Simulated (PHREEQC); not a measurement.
**Leach liquor: speciation**

Consider water at 28 °C with 0.032 mol H2SO4, 0.0017 mol ZnSO4 and 0.0045 mol Na2SO4 per kg of water. It is in equilibrium with CO2 at log p = -3.4 (atm). Otherwise closed; pH follows from the charge balance.

All values are PHREEQC results (ion-association model, phreeqc.dat), not measurements.

Each row changes one thing in this solution. Precipitation was switched off in this run.

| case | pH | ionic strength (mol/kgw) | HSO4- (mol/kgw) | SO4-2 (mol/kgw) | HCO3- (mol/kgw) |
|---|---|---|---|---|---|
| as made | 1.47 | 0.0649 | 0.0242 | 0.0131 | 2.11e-10 |
| ZnSO4 from 0.0017 to 0.00034 mol/kgw | 1.47 | 0.0622 | 0.0238 | 0.0126 | 2.08e-10 |
| H2SO4 left out | 5.63 | 0.0178 | 9.05e-7 | 0.00547 | 2.79e-6 |
| H2SO4 from 0.032 to 0.0032 mol/kgw | 2.40 | 0.0235 | 0.00184 | 0.00677 | 1.65e-9 |
| ZnSO4 left out | 1.47 | 0.0616 | 0.0237 | 0.0125 | 2.07e-10 |
| Na2SO4 left out | 1.45 | 0.0562 | 0.0221 | 0.0109 | 1.97e-10 |
| diluted 10-fold with water | 2.31 | 0.00938 | 0.00104 | 0.00273 | 1.29e-9 |
| H2SO4 replaced by KHSO4 at the same molality | 1.85 | 0.0789 | 0.0150 | 0.0202 | 5.06e-10 |

Species that the database lacks are ignored.
